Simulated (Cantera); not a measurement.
Transport properties of process gases

Gas mixture: NH3 : CO2 : CH4 : CO = 0.79 : 0.71 : 0.44 : 0.11 (molar parts), at 22.5 Torr, frozen composition.

Cantera's kinetic-theory transport with the Lennard-Jones parameters of GRI-Mech 3.0, ideal gas; thermal conductivity in the mixture-averaged form. Polar gases are described roughly by these parameters. The composition is frozen, though it would react at the higher temperatures.

| T (K) | ρ (kg/m³) | cp (J/kg/K) | μ (µPa s) | λ (mW/m/K) | Pr | D (cm²/s) C2H2 | D (cm²/s) CH4 | D (cm²/s) H |
|---|---|---|---|---|---|---|---|---|
| 400 | 0.0241 | 1475 | 17.3 | 36.9 | 0.692 | 8.74 | 11.4 | 63.4 |
| 650 | 0.0148 | 1813 | 26.3 | 68.6 | 0.696 | 21.3 | 27.6 | 152 |
| 900 | 0.0107 | 2079 | 34.1 | 102 | 0.697 | 37.7 | 48.7 | 267 |
| 1150 | 0.00839 | 2293 | 40.9 | 134 | 0.702 | 57.6 | 74.1 | 405 |
| 1400 | 0.00689 | 2455 | 47.2 | 165 | 0.704 | 80.5 | 103 | 565 |
| 1650 | 0.00585 | 2580 | 53.0 | 194 | 0.705 | 106 | 136 | 745 |
D: mixture-averaged diffusion coefficient of that species in the mixture.
